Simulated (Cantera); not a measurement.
**Equilibrium for metals in furnace atmospheres: Fe + SO₂ + H₂**

Input: 1 mol Fe, 0.46 mol SO₂, 27 mol H₂, equilibrated at 0.100 bar.

Method: chemical equilibrium by Gibbs-energy minimisation in Cantera with the NASA 1993 tables (ideal gas, pure condensed phases). Candidate condensed phases: Fe, FeO, Fe(OH)₂, Fe(OH)₃, FeS, FeSO₄, FeS₂, Fe₂O₃, Fe₂(SO₄)₃, Fe₃O₄, H₂O, H₂SO₄, S; 22 gas species. Metal and sulfide melt together well below either melting point, which pure phases cannot show. Mutual solubility and eutectic melting of coexisting phases are not modelled. FeS: taken at fixed stoichiometry. Gases not in the tables: S₃ to S₇. Rates play no part.

| T (°C) | x H₂ | x H₂O | x H₂S | x H | n Fe(γ) | n FeS(s) | n FeS(l) | n Fe(δ) | n Fe(l) |
|---|---|---|---|---|---|---|---|---|---|
| 950 | 0.961 | 0.0341 | 0.00462 | 9.32e-7 | 0.665 | 0.335 | 0 | 0 | 0 |
| 1050 | 0.958 | 0.0341 | 0.00757 | 4.91e-6 | 0.745 | 0.255 | 0 | 0 | 0 |
| 1150 | 0.954 | 0.0341 | 0.0115 | 2.05e-5 | 0.854 | 0.146 | 0 | 0 | 0 |
| 1250 | 0.951 | 0.0341 | 0.0147 | 7.13e-5 | 0.956 | 0 | 0.0437 | 0 | 0 |
| 1350 | 0.949 | 0.0340 | 0.0152 | 0.000213 | 1.000 | 0 | 0 | 0 | 0 |
| 1450 | 0.949 | 0.0340 | 0.0138 | 0.000562 | 0 | 0 | 0 | 0.998 | 0 |
| 1550 | 0.949 | 0.0339 | 0.0119 | 0.00133 | 0 | 0 | 0 | 0 | 0.989 |
| 1650 | 0.947 | 0.0338 | 0.00991 | 0.00290 | 0 | 0 | 0 | 0 | 0.960 |
| 1750 | 0.941 | 0.0335 | 0.00797 | 0.00583 | 0 | 0 | 0 | 0 | 0.871 |
x: gas mole fraction; n: condensed amount in mol.

From 950 °C to 1150 °C the condensed part is Fe(γ) + FeS(s). At 1250 °C the condensed part is Fe(γ) + FeS(l). At 1350 °C the condensed part is Fe(γ). At 1450 °C the condensed part is Fe(δ). From 1550 °C to 1750 °C the condensed part is Fe(l).
